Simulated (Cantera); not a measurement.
Cantera run:

```python
import numpy as np
import cantera as ct

gas_names = """
    Cr CrN CrO CrO2 CrO3 N NO NO2 NO3 N2 N2O O O2 O3
""".split()
cond_names = """
    Cr(cr) Cr(L) CrN(s) Cr2N(s) Cr2O3(s) Cr2O3(L)
""".split()


# ... load() reads the species with a 1 bar reference pressure and builds the phases ...
atoms = {
    'Cr': {'Cr': 1},
    'N2O': {'N': 2, 'O': 1},
}
top_T = {'CrN(s)': 1900, 'Cr2N(s)': 1900}  # K; cautious upper limits of use, not melting points


# ... equilibrate(T, P, feed) seeds the gas with the atoms and calls Mixture.equilibrate('TP', solver="vcs", rtol=1e-11, max_steps=5000) ...
results = []
feed = {'Cr': 1, 'N2O': 2.3}  # mol
T = 2500  # K
for P in [0.1, 1.5, 22, 320, 4600, 68000, 1000000]:
    mix = equilibrate(T, P, feed)
    results.append((T, P, feed, dict(zip(mix.species_names, mix.species_moles))))

top = {s: max(r[3][s] / sum(r[3][g] for g in gas_names) for r in results) for s in gas_names}
cols = sorted((s for s in top if top[s] > 1e-05), key=lambda s: -top[s])[:7]
seen = [c for c in cond_names if any(r[3].get(c, 0) > 1e-12 for r in results)]
print("log10 of partial pressures in bar; condensed amounts in mol")
print(f"{'P/Pa':>10s}" + "".join(f"{s[:9]:>10s}" for s in cols + seen))
for T, P, feed, n in results:
    ng = sum(n[g] for g in gas_names)
    print(f"{P:10.4g}" + "".join(f"{np.log10(max(n[s] / ng * P / 1e5, 1e-99)):10.3f}" for s in cols)
          + "".join(f"{n.get(c, 0):10.4g}" for c in seen))
```

Output:

```
log10 of partial pressures in bar; condensed amounts in mol
      P/Pa        N2         O        Cr        O2       CrO      CrO2        NO  Cr2O3(s)
       0.1    -6.386    -6.389    -6.749    -9.101    -9.054   -11.878    -8.991         0
       1.5    -5.202    -5.240    -5.591    -6.802    -6.747    -8.421    -7.250         0
        22    -3.979    -4.273    -4.586    -4.868    -4.774    -5.482    -5.671         0
       320    -2.737    -3.615    -3.913    -3.552    -3.443    -3.493    -4.392         0
      4600    -1.438    -2.982    -4.399    -2.287    -3.297    -2.714    -3.110    0.4219
   6.8e+04    -0.246    -2.361    -5.331    -1.045    -3.607    -2.403    -1.893    0.4911
     1e+06     0.925    -1.770    -6.217     0.137    -3.903    -2.108    -0.717    0.4987
```

Equilibrium computed with Cantera from the NASA thermochemical tables; the gas is ideal and each condensed phase is pure.
